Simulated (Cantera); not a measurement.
Feed: 1 mol B2O3, 1.6 mol NH3, 130 mol N2, at 1077 °C and 260 Pa.

These are equilibrium values from Cantera (NASA tables, ideal gas, pure condensed phases), not measurements of a reactor. Candidate condensed phases: B, BN, B2O3, B3O3H3, H2O; 39 gas species. Mutual solubility and eutectic melting of coexisting phases are not modelled. Kinetics and transport are ignored.

Base state: N2 0.981, H2 0.0177, HBO2 0.000482, B2O3 0.000270, HBO 8.22e-5, H2O 2.01e-5 (mole fractions); condensed: BN(s) + B2O3(l).

**Question.** What changes in the equilibrium state with this change: NH3 from 1.6 to 1.1 mol?

**Answer.** 
```csv
species,before,after
N2,0.981,0.987
H2,0.0177,0.0122
HBO2,0.000482,0.000401
H2O,2.01e-5,1.39e-5
HBO,8.22e-5,6.82e-5
B2O3,0.000270,0.000270
"BN(s), mol",0.0191,0.0155
"B2O3(l), mol",0.916,0.925
```
